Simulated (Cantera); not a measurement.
An isothermal, constant-pressure homogeneous reactor starts with CH₄ : H₂O = 8.4 : 4.9 (molar parts), at 1450 K and 1.00 bar.

Computed with Cantera and GRI-Mech 3.0 (53 species, 325 reactions). GRI-Mech 3.0 stops at C3 and has no aromatics, soot or wall deposition, so with more carbon than oxygen in the feed, carbon stays in small species such as C2H2 where larger ones or solid carbon would form.

One state of this run: x CH₄ = 0.507; x H₂O = 0.342; x O = <1e-12; x CH₂CO = 1.10e-5; x C₂H = 5.15e-10; x C₂H₂ = 0.0317; x O₂ = <1e-12. x: mole fraction; the columns are a selection and need not sum to one.

### Question
Which value of t (s) does it belong to?
(A) 0.0502
(B) 0.00317
(C) 0.200
(D) 0.796

### Answer
C, 0.200
